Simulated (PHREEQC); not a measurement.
Solution (48 °C): 0.0021 mol HF, 0.038 mol NaF and 4.3e-05 mol (NH4)2SiF6 per kg of water. Closed to the air; pH follows from the charge balance.

All values are PHREEQC results (ion-association model, phreeqc.dat), not measurements.

Precipitation was switched off in this run.

Problem. Estimate the pH, specific conductance.

Solution. pH 4.59; specific conductance 5430 µS/cm.

Problem. In which forms is Na present?

Solution. Na+ 99 %, NaF 1.4 % of the Na.

Away from 25 °C the constants follow the database's enthalpies or fits; those with neither stay at their 25 °C values. SiF6-2 is the database's only silicon fluoride.
